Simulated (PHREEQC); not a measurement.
Consider water at 25 °C with 1.7 mmol/kgw MgCl2, 0.059 mmol/kgw Na2SO4 and 11 mmol/kgw KCl. Closed to the air; pH follows from the charge balance.

Computed with PHREEQC (ion-association model, phreeqc.dat).

Problem. The ionic strength comes out as 0.0162 mol/kgw. What activity coefficients do Cl-, SO4-2, Na+, KSO4-, K+ get?

Solution. Cl- 0.88, SO4-2 0.61, Na+ 0.88, KSO4- 0.89, K+ 0.88.

No solid was allowed to form. Species that the database lacks are ignored.
